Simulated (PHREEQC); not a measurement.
Solution (15 °C): 2.7 mmol/kgw CaSO4, 0.066 mmol/kgw Na2SO4 and 6.3 mmol/kgw KCl. Closed to the air; pH follows from the charge balance.

Computed with PHREEQC (ion-association model, phreeqc.dat).

Precipitation was switched off in this run.

Q: Estimate the ionic strength, specific conductance.

A: ionic strength 0.0158 mol/kgw; specific conductance 1120 µS/cm.

Q: In which forms is S present?

A: SO4-2 85 %, CaSO4 13 %, KSO4- 1.9 % of the S.
